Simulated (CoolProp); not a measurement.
Values from CoolProp's reference Helmholtz-energy equation of state, Gao 2016.

Question: Give the vapour pressure (MPa), liquid density (kg/m³), vapour density (kg/m³), enthalpy of vaporisation (kJ/kg) of saturated sulfur dioxide at 314 K.

Answer: 
```csv
T (K),p (MPa),liquid density (kg/m³),vapour density (kg/m³),enthalpy of vaporisation (kJ/kg)
314,0.646,1320,17.6,339
```
